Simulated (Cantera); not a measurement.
What does this Cantera script print?

```python
import numpy as np
import cantera as ct

gas = ct.Solution("gri30.yaml")
gas.TPX = 1125, 110000, {'CH4': 1, 'H2': 0.38, 'O2': 5.21, 'N2': 19.6}
reactor = ct.IdealGasReactor(gas, energy="on", clone=False)
net = ct.ReactorNet([reactor])
net.rtol, net.atol = 1e-08, 1e-16
show = ['CH4', 'H2', 'O2', 'O', 'C2H4', 'C2H2']
times = np.geomspace(8e-06, 0.4, 14)

steps = ct.SolutionArray(gas, extra=["t"])
rows = []
print(f"{'t/s':>10s}{'T/K':>9s}{'P/Pa':>11s}" + "".join(f"{s:>11s}" for s in show))
for t in times:
    while net.time < t:
        t_next = net.step()
        steps.append(gas.state, t=t_next)
    rows.append([np.interp(t, steps.t, y) for y in (steps.T, steps.P, *steps(*show).X.T)])
    print(f"{t:10.3e}{rows[-1][0]:9.1f}{rows[-1][1]:11.4g}" + "".join(f"{x:11.3e}" for x in rows[-1][2:]))
rate = np.gradient(steps.T, steps.t)
print("integrator steps:", len(steps.t))
if steps.T.max() > steps.T[0] + 200:
    print(f"time of steepest temperature rise: {steps.t[rate.argmax()]:.4e} s")
gas.TPX = 1125, 110000, {'CH4': 1, 'H2': 0.38, 'O2': 5.21, 'N2': 19.6}
gas.equilibrate("UV")
print(f"equilibrium (UV): T = {gas.T:.1f} K  " + "  ".join(f"{s} {gas[s].X[0]:.3e}" for s in show))
```

Output:

```
       t/s      T/K       P/Pa        CH4         H2         O2          O       C2H4       C2H2
 8.000e-06   1125.0    1.1e+05  3.818e-02  1.451e-02  1.989e-01  6.042e-11  1.567e-18  3.429e-27
 1.839e-05   1125.0    1.1e+05  3.818e-02  1.451e-02  1.989e-01  8.749e-11  4.227e-17  2.237e-25
 4.227e-05   1125.0    1.1e+05  3.818e-02  1.451e-02  1.989e-01  1.230e-10  8.852e-16  1.171e-23
 9.716e-05   1125.0    1.1e+05  3.818e-02  1.451e-02  1.989e-01  2.187e-10  1.644e-14  5.328e-22
 2.233e-04   1125.0    1.1e+05  3.818e-02  1.451e-02  1.989e-01  5.675e-10  3.732e-13  2.987e-20
 5.133e-04   1125.0    1.1e+05  3.818e-02  1.451e-02  1.989e-01  2.965e-09  2.000e-11  5.378e-18
 1.180e-03   1125.1    1.1e+05  3.817e-02  1.450e-02  1.989e-01  9.277e-08  1.908e-08  1.168e-13
 2.712e-03   1136.3  1.111e+05  3.696e-02  1.416e-02  1.980e-01  1.019e-06  3.446e-05  1.253e-08
 6.234e-03   2260.5  2.199e+05  6.510e-21  2.937e-04  1.148e-01  9.038e-04  5.335e-32  4.926e-26
 1.433e-02   2258.6  2.197e+05  6.323e-21  2.911e-04  1.144e-01  8.924e-04  5.066e-32  4.680e-26
 3.294e-02   2254.7  2.193e+05  5.948e-21  2.857e-04  1.137e-01  8.694e-04  4.548e-32  4.203e-26
 7.571e-02   2248.0  2.186e+05  5.343e-21  2.767e-04  1.124e-01  8.309e-04  3.761e-32  3.479e-26
 1.740e-01   2240.4  2.179e+05  4.727e-21  2.668e-04  1.109e-01  7.896e-04  3.027e-32  2.801e-26
 4.000e-01   2236.9  2.175e+05  4.464e-21  2.623e-04  1.102e-01  7.712e-04  2.736e-32  2.532e-26
integrator steps: 1937
time of steepest temperature rise: 4.1326e-03 s
equilibrium (UV): T = 2236.6 K  CH4 6.941e-21  H2 2.620e-04  O2 1.102e-01  O 7.696e-04  C2H4 3.531e-32  C2H2 3.009e-26
```

Cantera simulation using GRI-Mech 3.0 (53 species, 325 reactions); the numbers are that mechanism's predictions, not measurements.
